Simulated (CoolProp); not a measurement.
Octamethylcyclotetrasiloxane (D4) along the isotherm 620 K: Z from the reference equation and from simpler models built on Tc = 586.5 K, pc = 13.47 bar, ω = 0.598; each cubic takes its own stable root.

Model: reference Helmholtz-energy equation of state, Thol 2015, in CoolProp.

| p (bar) | phase | reference | Pitzer virial | van der Waals | Soave-Redlich-Kwong |
|---|---|---|---|---|---|
| 0.481 | gas | 0.9898 | 0.9898 | 0.9907 | 0.9902 |
| 0.962 | gas | 0.9795 | 0.9796 | 0.9812 | 0.9804 |
| 1.44 | gas | 0.9691 | 0.9695 | 0.9717 | 0.9705 |
| 1.92 | gas | 0.9585 | 0.9594 | 0.9619 | 0.9604 |
| 2.41 | gas | 0.9476 | ___ | 0.9518 | ___ |
| 2.89 | gas | 0.9367 | 0.9388 | 0.9417 | 0.9398 |
| 3.37 | gas | ___ | 0.9287 | 0.9314 | 0.9294 |
| 3.85 | gas | 0.9146 | 0.9185 | 0.9209 | 0.9188 |
| 4.33 | gas | 0.9032 | 0.9083 | ___ | 0.9082 |
| 4.81 | gas | 0.8918 | 0.8982 | 0.8994 | 0.8974 |
| 5.29 | gas | 0.8801 | 0.8880 | 0.8883 | 0.8864 |
| 5.77 | gas | 0.8683 | 0.8779 | 0.8769 | 0.8753 |
| 6.25 | gas | 0.8563 | ___ | 0.8653 | ___ |
| 6.74 | gas | 0.8438 | 0.8573 | ___ | 0.8524 |

Question: Complete the blanks.

Answer: 
- 2.41, Pitzer virial: 0.9490
- 2.41, Soave-Redlich-Kwong: 0.9501
- 3.37, reference: 0.9257
- 4.33, van der Waals: 0.9103
- 6.25, Pitzer virial: 0.8677
- 6.25, Soave-Redlich-Kwong: 0.8641
- 6.74, van der Waals: 0.8531
